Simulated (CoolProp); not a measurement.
n-butane at 298.15 K and 0.196 MPa is compressed adiabatically to 1.4 MPa with isentropic efficiency 0.8. Each further row changes one setting.

Computed with CoolProp (reference Helmholtz-energy equation of state, Bücker 2006).

```
case             work (kJ/kg)  final temperature (K)                       final phase  final density (kg/m³)
---------------  ------------  ---------------------  --------------------------------  ---------------------
as stated                98.8                  371.1                               gas                   35.1
efficiency 1             79.1                  368.8  two-phase, vapour fraction 0.947                   37.5
efficiency 0.65           122                  380.3                               gas                   33.1
```
